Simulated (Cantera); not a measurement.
Catalytic combustion on Pt

An isothermal plug-flow reactor at 900 K and 0.720 bar (inlet), inlet velocity 4.6 m/s, active area per volume 230 1/m; feed H2 : O2 : N2 = 0.005 : 0.022 : 0.79 (molar parts), equivalence ratio 0.11.

Computed with Cantera and Deutschmann's 1995 Pt surface mechanism with GRI-Mech 3.0 gas chemistry. Catalytic surfaces can have several steady states; this one follows from the mechanism file's or the stated starting coverage. Mass transfer to the wall is taken as infinitely fast.

```
z (m)        x H2    x O2     x H2O  θ free Pt   θ O*    θ OH*
-------  --------  ------  --------  ---------  -----  -------
0.00012   0.00555  0.0267  0.000568      0.431  0.568  0.00177
0.00025   0.00504  0.0264   0.00108      0.397  0.601  0.00177
0.00054   0.00416  0.0260   0.00197      0.341  0.657  0.00175
0.0012    0.00290  0.0254   0.00323      0.270  0.728  0.00172
0.0025    0.00165  0.0247   0.00448      0.217  0.781  0.00169
0.0054   0.000587  0.0242   0.00555      0.185  0.813  0.00167
0.012     7.07e-5  0.0240   0.00607      0.173  0.826  0.00166
```
x: gas mole fraction; θ: surface coverage.
